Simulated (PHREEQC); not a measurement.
A solution holds 29 mmol/kgw NaHCO3 and 0.19 mmol/kgw KHSO4, at 20 °C. Closed to the air; pH follows from the charge balance.

Model: ion-association model, phreeqc.dat, run in PHREEQC.

Task: The ionic strength comes out as 0.0292 mol/kgw. What activity coefficients do Na+, HCO3-, CO3-2, SO4-2, NaSO4- get?

Result: Na+ 0.86, HCO3- 0.86, CO3-2 0.54, SO4-2 0.54, NaSO4- 0.86.

Precipitation was switched off in this run.
